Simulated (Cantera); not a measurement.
Input: 1 mol Fe₂O₃, 0.48 mol CH₄, 1.1 mol CO, held at 90.0 Pa.

Method: chemical equilibrium by Gibbs-energy minimisation in Cantera with the NASA 1993 tables (ideal gas, pure condensed phases). Candidate condensed phases: C, C₆H₆, C₇H₈, C₈H₁₈, Fe, Fe(CO)₅, FeO, Fe(OH)₂, Fe(OH)₃, Fe₂O₃, Fe₃O₄, H₂O; 114 gas species. The tables' stoichiometric FeO is somewhat more stable than real wüstite, so its field is too wide. FeO: taken at fixed stoichiometry. Kinetics and transport are ignored.

**Question.** Which condensed phases are stable at each of these points (T (°C)): 827, 927, 1027, 1127, 1227, 1327, 1427, 1527, 1627, 1727, 1827, 1927?

**Answer.** 
```csv
T (°C),condensed phases,Fe condensed (%)
827,FeO(s),100.0
927,FeO(s),100.0
1027,FeO(s),100.0
1127,FeO(s),100.0
1227,FeO(s),100.0
1327,FeO(s),99.8
1427,FeO(l),99.2
1527,FeO(l),96.8
1627,FeO(l),90.7
1727,FeO(l),79.2
1827,FeO(l),61.1
1927,FeO(l),20.2
```

From 827 °C to 1327 °C the condensed part is FeO(s). From 1427 °C to 1927 °C the condensed part is FeO(l).
